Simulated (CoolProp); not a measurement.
Vapour-liquid equilibrium of o-xylene (1) + n-decane (2) at 107.15 °C; x and y are mole fractions of (1).

Computed with CoolProp (multi-fluid Helmholtz-energy mixture model, Zhou 2012 and Lemmon 2006; pair parameters Bell 2016).

```
x      bubble pressure, mixture model (MPa)  bubble pressure, Raoult's law (MPa)  y, mixture model  y, Raoult's law
-----  ------------------------------------  -----------------------------------  ----------------  ---------------
0.05                                0.01367                              0.01369             0.121            0.123
0.125                               0.01525                              0.01527             0.273            0.276
0.2                                 0.01684                              0.01686             0.397            0.400
0.275                               0.01843                              0.01844             0.500            0.503
0.35                                0.02003                              0.02002             0.587            0.590
0.425                               0.02162                              0.02160             0.661            0.664
0.5                                 0.02321                              0.02318             0.725            0.727
0.575                               0.02479                              0.02476             0.780            0.783
0.65                                0.02637                              0.02634             0.829            0.832
0.725                               0.02794                              0.02793             0.873            0.876
0.8                                 0.02952                              0.02951             0.912            0.914
0.875                               0.03109                              0.03109             0.948            0.949
0.95                                0.03267                              0.03267             0.980            0.981
```

The largest gap from Raoult's law is -0.1 % in bubble pressure, at x = 0.125. No azeotrope shows between x = 0.05 and 0.95.

Pair parameters are fitted to limited data, so mixtures are less certain than the pure fluids.
